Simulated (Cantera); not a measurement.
## Thermodynamics of roasting and sulfation, feed Fe₂O₃ + H₂S + O₂

A closed system holds: 1 mol Fe₂O₃, 0.67 mol H₂S, 0.27 mol O₂, equilibrated at 1148.15 K and 0.0380 bar.

These are equilibrium values from Cantera (NASA tables, ideal gas, pure condensed phases), not measurements of a reactor. Candidate condensed phases: Fe, FeO, Fe(OH)₂, Fe(OH)₃, FeS, FeSO₄, FeS₂, Fe₂O₃, Fe₂(SO₄)₃, Fe₃O₄, H₂O, H₂SO₄, S; 22 gas species. Mutual solubility and eutectic melting of coexisting phases are not modelled. FeS: taken at fixed stoichiometry. Gases not in the tables: S₃ to S₇. Kinetics and transport are ignored.

```json
{
  "x(H₂O)": "0.644",
  "x(SO₂)": "0.300",
  "x(S₂)": "0.0334",
  "x(H₂S)": "0.0116",
  "x(H₂)": "0.00972",
  "x(S₂O)": "0.00104",
  "x(SO)": "0.000231",
  "x(SH)": "4.69e-5",
  "n(FeS(s))": "0.286 mol",
  "n(Fe₃O₄(s))": "0.571 mol",
  "gas_amount": "1.007 mol",
  "log10 activity of S(l) (absent)": "-2.15",
  "log10 activity of Fe(α) (absent)": "-2.58",
  "log10 activity of Fe(OH)₂(s) (absent)": "-6.91"
}
```
